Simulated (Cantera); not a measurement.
An isothermal, constant-pressure homogeneous reactor starts with 2.85 % H2, 6.48 % O2, 90.7 % N2, equivalence ratio 0.22, at 1098 K and 43000 Pa.

Model: the H2/O2 subset of GRI-Mech 3.0, which has no nitrogen chemistry, integrated in Cantera.

One state of this run: x H2 = 0.0129; x O2 = 0.0572; x H2O2 = 1.14e-6; x HO2 = 1.31e-5; x H2O = 0.0126. x: mole fraction; the columns are a selection and need not sum to one.

Question: Which value of t (s) does it belong to?
(A) 0.0124
(B) 0.218
(C) 0.000704
(D) 10.0

Answer: C, 0.000704
